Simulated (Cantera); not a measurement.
Cantera run, input and output.

```python
import numpy as np
import cantera as ct

gas = ct.Solution("h2o2.yaml")
gas.TPX = 500, 13000, {'H2': 1, 'O2': 0.926, 'N2': 3.15, 'H2O': 0.37}
flame = ct.FreeFlame(gas, width=0.17)
flame.set_refine_criteria(ratio=3, slope=0.08, curve=0.16)
flame.transport_model = "mixture-averaged"
flame.solve(loglevel=0, auto=True)
flame.transport_model = "multicomponent"
flame.soret_enabled = True
flame.solve(loglevel=0, refine_grid=True)
z, T = flame.grid, flame.T
thick = (T[-1] - T[0]) / np.gradient(T, z).max()
show = ['H2', 'O2', 'H2O', 'OH', 'H2O2', 'O']
print(f"laminar burning velocity  {flame.velocity[0] * 100:.3f} cm/s")
print(f"burnt temperature         {T[-1]:.1f} K")
print(f"thermal thickness         {thick * 1e3:.4f} mm")
print(f"grid points               {len(z)}")
z0 = z[flame.heat_release_rate.argmax()]
print(f"{'z/mm':>9s}{'T/K':>9s}{'u/(m/s)':>9s}" + "".join(f"{s:>11s}" for s in show))
rows = []
for k in (-3, -2, -1.5, -1, -0.5, -0.25, 0, 0.25, 0.5, 1, 2, 4, 8):
    zz = z0 + k * thick
    rows.append([k * thick, np.interp(zz, z, T), np.interp(zz, z, flame.velocity),
                 *(np.interp(zz, z, flame.X[gas.species_index(s)]) for s in show)])
    print(f"{rows[-1][0] * 1e3:9.3f}{rows[-1][1]:9.1f}{rows[-1][2]:9.3f}" + "".join(f"{x:11.3e}" for x in rows[-1][3:]))
```

Result:

```
laminar burning velocity  236.123 cm/s
burnt temperature         1838.4 K
thermal thickness         5.0712 mm
grid points               113
     z/mm      T/K  u/(m/s)         H2         O2        H2O         OH       H2O2          O
  -15.214    500.0    2.361  1.836e-01  1.700e-01  6.794e-02  1.990e-16  2.300e-14  1.158e-14
  -10.142    500.0    2.361  1.836e-01  1.700e-01  6.794e-02  3.714e-14  2.432e-12  2.159e-12
   -7.607    500.0    2.361  1.836e-01  1.700e-01  6.795e-02  1.258e-12  7.566e-11  7.254e-11
   -5.071    500.0    2.360  1.830e-01  1.702e-01  6.800e-02  2.325e-10  7.734e-09  5.927e-09
   -2.536    518.1    2.412  1.702e-01  1.722e-01  7.008e-02  4.207e-05  5.807e-06  6.100e-06
   -1.268    688.2    3.129  1.382e-01  1.691e-01  8.797e-02  4.138e-04  6.689e-06  1.585e-04
    0.000   1010.1    4.502  7.488e-02  1.417e-01  1.491e-01  1.660e-03  1.289e-06  3.431e-03
    1.268   1251.1    5.544  2.534e-02  1.041e-01  2.140e-01  5.093e-03  1.692e-06  9.360e-03
    2.536   1375.1    6.070  1.478e-02  9.306e-02  2.331e-01  7.128e-03  1.304e-06  1.069e-02
    5.071   1501.3    6.584  1.204e-02  8.932e-02  2.429e-01  8.695e-03  7.294e-07  9.344e-03
   10.142   1617.8    7.045  9.164e-03  8.721e-02  2.520e-01  9.309e-03  3.687e-07  6.891e-03
   20.285   1712.1    7.409  5.813e-03  8.609e-02  2.604e-01  8.591e-03  1.947e-07  4.251e-03
   40.570   1776.3    7.652  3.022e-03  8.584e-02  2.668e-01  6.795e-03  1.099e-07  2.173e-03
```

Detailed kinetics in Cantera: the H2/O2 subset of GRI-Mech 3.0, which has no nitrogen chemistry. Burning velocities carry a grid error of a few per cent, more on coarse grids. Lean hydrogen flames are cellular in practice and burn faster than this planar one.
